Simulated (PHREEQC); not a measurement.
PHREEQC input (ion-association model, wateq4f.dat):

```
SOLUTION_MASTER_SPECIES
  Amm  AmmH+  0  AmmH  17.031  # ammonia with no redox link, constants of NH4+
SOLUTION_SPECIES
  PO4-3 + 3H+ = H3PO4  # constants of phreeqc.dat
    -log_k 21.721
    -delta_h -10.1 kJ
  AmmH+ = AmmH+
    -log_k 0
  AmmH+ = Amm + H+
    -log_k -9.252
    -delta_h 12.48 kcal
    -analytic 0.6322 -0.001225 -2835.76
    -gamma 2.5 0.0
  AmmH+ + SO4-2 = AmmHSO4-
    -log_k 1.11
    -gamma 5.0 0.0
PHASES
  Amm(g)
    Amm = Amm
    -log_k 1.770
    -delta_h -8.170 kcal
EXCHANGE_SPECIES
  AmmH+ + X- = AmmHX
    -log_k 0.6
SOLUTION 1
  temp 25
  units mmol/kgw
  pH 7 charge
  Cl 9.6
  Amm 9.6
  K 3
SOLUTION 2
  temp 25
  units mmol/kgw
  pH 7 charge
  P 4.4
  Si 0.031
END
SELECTED_OUTPUT 1
  -reset false
  -pH true
  -pe true
  -ionic_strength true
  -water true
  -totals Amm Cl K P Si
  -molalities H+ Cl- K+ PO4-3 H4SiO4 H3SiO4- H2SiO4-2 HPO4-2 H2PO4- KHPO4-
    O2 OH- AmmH+ Amm H3PO4
  -equilibrium_phases Chalcedony
PRINT
  -reset false
MIX 1
  1 1
  2 0
EQUILIBRIUM_PHASES 1
  Chalcedony 0 0
  O2(g) -0.68 10
END
# ... the last block is repeated for the other 20 points of share of solution B
```

Selected output (columns that matter, 21 of 21 rows; share of solution B added in front):

```
share of solution B	pH	mu	Amm	Cl	K	P	Si	m_H+	m_Cl-	m_K+	m_H4SiO4	m_HPO4-2	m_H2PO4-	m_OH-
0	8.9438	0.0096098	0.0096	0.0096	0.003	0	0	1.2444e-09	0.0096	0.003	0	0	0	9.7508e-06
0.05	8.8429	0.0097793	0.00912	0.00912	0.00285	0.00022	1.55e-06	1.571e-09	0.00912	0.0028492	1.3913e-06	0.0002154	3.6876e-06	7.7349e-06
0.1	8.7163	0.0099439	0.00864	0.00864	0.0027	0.00044	3.1e-06	2.1036e-09	0.00864	0.0026985	2.8564e-06	0.00042854	9.7966e-06	5.7845e-06
0.15	8.5455	0.010097	0.00816	0.00816	0.00255	0.00066	4.65e-06	3.1188e-09	0.00816	0.0025479	4.3967e-06	0.00063623	2.1509e-05	3.9065e-06
0.2	8.2829	0.010215	0.00768	0.00768	0.0024	0.00088	6.2e-06	5.7121e-09	0.00768	0.0023974	6.0108e-06	0.00082626	5.1062e-05	2.135e-06
0.25	7.7963	0.010146	0.0072	0.0072	0.00225	0.0011	7.75e-06	1.7511e-08	0.0072	0.0022473	7.6713e-06	0.00092234	0.00017494	6.9605e-07
0.3	7.1683	0.0094947	0.00672	0.00672	0.0021	0.00132	9.3e-06	7.4178e-08	0.00672	0.002098	9.2776e-06	0.00072726	0.00059073	1.6343e-07
0.35	6.6228	0.0085714	0.00624	0.00624	0.00195	0.00154	1.085e-05	2.5956e-07	0.00624	0.001949	1.0843e-05	0.00039569	0.0011432	4.633e-08
0.4	5.491	0.0076057	0.00576	0.00576	0.0018	0.00176	1.24e-05	3.5025e-06	0.00576	0.0017999	1.2399e-05	4.321e-05	0.0017159	3.4022e-09
0.45	3.6081	0.0071976	0.00528	0.00528	0.00165	0.00198	1.395e-05	0.00026698	0.00528	0.00165	1.395e-05	6.2769e-07	0.0019157	4.4453e-11
0.5	3.2879	0.0068575	0.0048	0.0048	0.0015	0.0022	1.55e-05	0.0005572	0.0048	0.0015	1.55e-05	3.2059e-07	0.0020566	2.1225e-11
0.55	3.1091	0.00651	0.00432	0.00432	0.00135	0.00242	1.705e-05	0.00083977	0.00432	0.00135	1.705e-05	2.2476e-07	0.0021893	1.4031e-11
0.6	2.9851	0.0061555	0.00384	0.00384	0.0012	0.00264	1.86e-05	0.0011153	0.00384	0.0012	1.86e-05	1.7754e-07	0.0023149	1.0524e-11
0.65	2.8904	0.0057946	0.00336	0.00336	0.00105	0.00286	2.015e-05	0.0013844	0.00336	0.00105	2.015e-05	1.4914e-07	0.0024341	8.4431e-12
0.7	2.814	0.0054278	0.00288	0.00288	0.0009	0.00308	2.17e-05	0.0016476	0.00288	0.0009	2.17e-05	1.3e-07	0.0025474	7.0635e-12
0.75	2.75	0.0050555	0.0024	0.0024	0.00075	0.0033	2.325e-05	0.0019054	0.0024	0.00075	2.325e-05	1.1608e-07	0.0026551	6.0799e-12
0.8	2.695	0.0046781	0.00192	0.00192	0.0006	0.00352	2.48e-05	0.002158	0.00192	0.0006	2.48e-05	1.054e-07	0.0027578	5.3419e-12
0.85	2.6467	0.0042959	0.00144	0.00144	0.00045	0.00374	2.635e-05	0.0024058	0.00144	0.00045	2.635e-05	9.6875e-08	0.0028556	4.7667e-12
0.9	2.6038	0.0039092	0.00096	0.00096	0.0003	0.00396	2.79e-05	0.0026491	0.00096	0.0003	2.79e-05	8.9836e-08	0.0029489	4.305e-12
0.95	2.5651	0.0035181	0.00048	0.00048	0.00015	0.00418	2.945e-05	0.002888	0.00048	0.00015	2.945e-05	8.3868e-08	0.0030378	3.9253e-12
1	2.5299	0.0031228	0	0	0	0.0044	3.1e-05	0.0031227	0	0	3.1e-05	7.8691e-08	0.0031225	3.6068e-12
```

H3PO4, which wateq4f.dat lacks, is added to it with the constant of phreeqc.dat.
